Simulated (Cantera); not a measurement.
Input: 1 mol CaCl2, 3.6 mol H2O, 41 mol H2, 0.21 mol O2, held at 41000 Pa.

Cantera equilibrium calculation (NASA polynomials, part measured and part estimated; ideal gas, pure solids and liquids). Candidate condensed phases: Ca, CaCl2, CaO, Ca(OH)2, H2O; 21 gas species. Mutual solubility and eutectic melting of coexisting phases are not modelled. Condensed phases not in the tables: oxide chlorides. The numbers say what is thermodynamically allowed, not how fast it happens.

x: gas mole fraction; n: condensed amount in mol.

| T (°C) | x H2 | x H2O | x HCl | x CaCl2 | x H | x Cl | x CaCl | n CaCl2(s) | n CaO(s) | n CaCl2(l) |
|---|---|---|---|---|---|---|---|---|---|---|
| 625 | 0.910 | 0.0900 | 0.000235 | 7.44e-10 | 1.63e-10 | <1e-12 | <1e-12 | 0.995 | 0.00524 | 0 |
| 700 | 0.910 | 0.0897 | ? | ? | ? | ? | <1e-12 | 0.984 | ? | 0 |
| 775 | 0.909 | 0.0891 | ? | ? | ? | ? | <1e-12 | 0 | ? | 0.960 |
| 850 | 0.908 | 0.0882 | 0.00364 | 2.53e-6 | 6.34e-8 | 2.26e-10 | <1e-12 | 0 | 0.0813 | 0.919 |
| 925 | 0.907 | 0.0865 | 0.00663 | 1.63e-5 | 2.83e-7 | 1.79e-9 | 1.21e-11 | 0 | 0.148 | 0.851 |
| 1000 | 0.905 | 0.0841 | 0.0111 | 8.25e-5 | 1.06e-6 | 1.11e-8 | 1.78e-10 | 0 | 0.249 | 0.747 |
| 1075 | 0.902 | 0.0806 | 0.0174 | 0.000344 | 3.43e-6 | 5.51e-8 | 1.91e-9 | 0 | 0.391 | 0.594 |
| 1150 | 0.897 | 0.0761 | 0.0255 | 0.00122 | 9.83e-6 | 2.29e-7 | 1.60e-8 | 0 | 0.577 | 0.368 |
| 1225 | 0.890 | 0.0705 | 0.0355 | 0.00374 | 2.53e-5 | 8.14e-7 | 1.08e-7 | 0 | 0.808 | 0.0212 |
| 1300 | 0.890 | 0.0711 | 0.0341 | 0.00485 | 5.99e-5 | 1.83e-6 | 4.02e-7 | 0 | 0.779 | 0 |
| 1375 | 0.890 | 0.0720 | 0.0322 | 0.00582 | 0.000131 | 3.73e-6 | 1.28e-6 | 0 | 0.735 | 0 |

**Question.** Some entries are withheld; supply them.

**Answer.** 
- 700, x HCl: 0.000709
- 700, x CaCl2: 1.89e-8
- 700, x H: 1.61e-9
- 700, x Cl: 1.18e-12
- 700, n CaO(s): 0.0158
- 775, x HCl: 0.00181
- 775, x CaCl2: 2.95e-7
- 775, x H: 1.15e-8
- 775, x Cl: 2.09e-11
- 775, n CaO(s): 0.0404
